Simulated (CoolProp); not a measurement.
C3F8 (R218) at 293.15 K and 1.16 MPa flows at 0.87 m/s in a round tube of 1 mm bore and 1.5 µm roughness, fully developed (64/Re and Nu = 3.66 if laminar; Colebrook and Gnielinski if turbulent). Each further row changes one setting.

Computed with CoolProp (reference Helmholtz-energy equation of state, Lemmon 2006). It is a short technical equation, of lower accuracy than the large ones.

```tsv
case	Reynolds number	Darcy friction factor	pressure drop (Pa/m)	heat-transfer coefficient (W/(m² K))	mass flow (kg/h)
as stated	6430	0.0367	18800	2110	3.34
velocity 1.74 m/s	12900	0.0314	64600	4130	6.68
diameter 2 mm	12900	0.0302	7760	2010	13.4
```

Viscosity comes from a separate model (Huber 2003), an estimate that may be off by 10 % or more. Thermal conductivity comes from a separate model (Huber 2003), an estimate that may be off by 10 % or more.
